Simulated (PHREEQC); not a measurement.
# Alkaline etch or developer: speciation

Consider water at 25 °C with 46 mmol/kgw KOH, 0.11 mmol/kgw Na2SiO3 and 118 mmol/kgw (CH3)4NCl. Closed to the air; pH follows from the charge balance.

Model: ion-association model, phreeqc.dat, run in PHREEQC.

Precipitation was switched off in this run.

**Question.** Predict the pH.

**Answer.** pH 12.52.

**Question.** In which forms is Si present?

**Answer.** H3SiO4- 67 %, H2SiO4-2 33 % of the Si.

(CH3)4N+ isn't in the database: it is added as a free cation with an ion size of 4 Å.
